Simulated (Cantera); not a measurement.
A perfectly stirred reactor is fed with 17.6 % H₂, 17.2 % O₂, 64.9 % N₂, 0.246 % NO, at 450000 Pa; it is adiabatic with a 700 K inlet, and is followed from long to short residence time, starting on the burning branch (τ in s: 0.053, 0.024, 0.011, 0.005, 0.0023, 0.001, 0.00048, 0.00022, 9.9e-05, 4.5e-05).

Model: GRI-Mech 3.0 (53 species, 325 reactions), integrated in Cantera. The hydrogen kinetics of GRI-Mech 3.0 are dated; newer H2 mechanisms differ, most at raised pressure. The mechanism lacks 2 NO + O2 → 2 NO2 and HONO, so NO2 and the effect of NO are under-described below about 1400 K.

Problem. Predict: blow-out, bracketed by the residence times tried; x(H₂) at τ = 53.0 ms; x(O₂) at τ = 53.0 ms; x(NO) at τ = 53.0 ms; x(H₂O) at τ = 53.0 ms; x(O) at τ = 53.0 ms; x(H₂) at τ = 1.00 ms; x(O₂) at τ = 1.00 ms; x(NO) at τ = 1.00 ms; x(H₂O) at τ = 1.00 ms; x(O) at τ = 1.00 ms.

Solution. 
```json
{
 "blow_out_bracketed_by_the_residence_times_tried": "burning at 45.0 µs, the shortest tried",
 "x(H₂) at τ = 53.0 ms": "0.000112",
 "x(O₂) at τ = 53.0 ms": "0.0921",
 "x(NO) at τ = 53.0 ms": "0.00278",
 "x(H₂O) at τ = 53.0 ms": "0.192",
 "x(O) at τ = 53.0 ms": "0.000108",
 "x(H₂) at τ = 1.00 ms": "0.000832",
 "x(O₂) at τ = 1.00 ms": "0.0916",
 "x(NO) at τ = 1.00 ms": "0.00270",
 "x(H₂O) at τ = 1.00 ms": "0.190",
 "x(O) at τ = 1.00 ms": "0.000590"
}
```
